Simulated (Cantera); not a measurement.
A Cantera script and what it prints.

```python
import numpy as np
import cantera as ct

gas_names = [...]  # 110 gases of nasa_gas.yaml made of C, F, H
cond_names = """
    C(gr) C6H6(L) C7H8(L) C8H18(L),n-octa
""".split()


# ... load() reads the species with a 1 bar reference pressure and builds the phases ...
atoms = {
    'CHF3': {'C': 1, 'H': 1, 'F': 3},
    'F2': {'F': 2},
    'H2': {'H': 2},
}
top_T = {'C(gr)': 4500}  # K; cautious upper limits of use, not melting points


# ... equilibrate(T, P, feed) seeds the gas with the atoms and calls Mixture.equilibrate('TP', solver="vcs", rtol=1e-11, max_steps=5000) ...
results = []
feed = {'CHF3': 1, 'F2': 0.24, 'H2': 0.084}  # mol
P = 5000  # Pa
for T in [3000, 3500, 4000, 4500, 5000]:
    mix = equilibrate(T, P, feed)
    results.append((T, P, feed, dict(zip(mix.species_names, mix.species_moles))))

top = {s: max(r[3][s] / sum(r[3][g] for g in gas_names) for r in results) for s in gas_names}
cols = sorted((s for s in top if top[s] > 1e-05), key=lambda s: -top[s])[:7]
seen = [c for c in cond_names if any(r[3].get(c, 0) > 1e-12 for r in results)]
print("log10 of partial pressures in bar; condensed amounts in mol")
print(f"{'T/K':>10s}" + "".join(f"{s[:9]:>10s}" for s in cols + seen))
for T, P, feed, n in results:
    ng = sum(n[g] for g in gas_names)
    print(f"{T:10.4g}" + "".join(f"{np.log10(max(n[s] / ng * P / 1e5, 1e-99)):10.3f}" for s in cols)
          + "".join(f"{n.get(c, 0):10.4g}" for c in seen))
```

Result:

```
log10 of partial pressures in bar; condensed amounts in mol
       T/K         F        HF         H         C       CF2        CF        C3     C(gr)
      3000    -1.602    -1.750    -3.960    -4.295    -2.422    -2.539    -3.506    0.4919
      3500    -1.557    -1.900    -2.671    -2.903    -3.631    -2.489    -2.662         0
      4000    -1.523    -2.414    -2.102    -2.265    -4.946    -2.860    -3.251         0
      4500    -1.514    -3.179    -2.003    -2.085    -6.325    -3.488    -4.662         0
      5000    -1.512    -3.862    -1.989    -2.060    -7.556    -4.115    -6.145         0
```

Method: chemical equilibrium by Gibbs-energy minimisation in Cantera with the NASA 1993 tables (ideal gas, pure condensed phases).
